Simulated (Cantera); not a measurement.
A perfectly stirred reactor is fed with H₂ : O₂ = 0.019 : 1 (molar parts), at 0.0132 atm; it is held at 1200 K, and followed from long to short residence time.

Detailed kinetics in Cantera: GRI-Mech 3.0 (53 species, 325 reactions). Radical loss at walls, strong at low pressure, is not modelled.

What does this change do: temperature 1200 to 1350 K?


| quantity | before | after |
|---|---|---|
| x(H₂) at τ = 12.0 s | 1.75e-5 | 1.31e-5 |
| x(O₂) at τ = 12.0 s | 0.980 | 0.980 |
| x(H₂O) at τ = 12.0 s | 0.0186 | 0.0185 |
| x(H₂O₂) at τ = 12.0 s | 1.70e-8 | 8.12e-9 |
| x(O) at τ = 12.0 s | 0.000560 | 0.000889 |
| x(H₂) at τ = 92.0 ms | 0.000294 | 0.000198 |
| x(O₂) at τ = 92.0 ms | 0.972 | 0.969 |
| x(H₂O) at τ = 92.0 ms | 0.0175 | 0.0172 |
| x(H₂O₂) at τ = 92.0 ms | 4.02e-8 | 2.30e-8 |
| x(O) at τ = 92.0 ms | 0.00821 | 0.0108 |

What does this change do: 0.02 parts H2O added?


| quantity | before | after |
|---|---|---|
| x(H₂) at τ = 12.0 s | 1.75e-5 | 1.94e-5 |
| x(O₂) at τ = 12.0 s | 0.980 | 0.962 |
| x(H₂O) at τ = 12.0 s | 0.0186 | 0.0377 |
| x(H₂O₂) at τ = 12.0 s | 1.70e-8 | 2.51e-8 |
| x(O) at τ = 12.0 s | 0.000560 | 0.000384 |
| x(H₂) at τ = 92.0 ms | 0.000294 | 0.000348 |
| x(O₂) at τ = 92.0 ms | 0.972 | 0.955 |
| x(H₂O) at τ = 92.0 ms | 0.0175 | 0.0363 |
| x(H₂O₂) at τ = 92.0 ms | 4.02e-8 | 6.65e-8 |
| x(O) at τ = 92.0 ms | 0.00821 | 0.00647 |
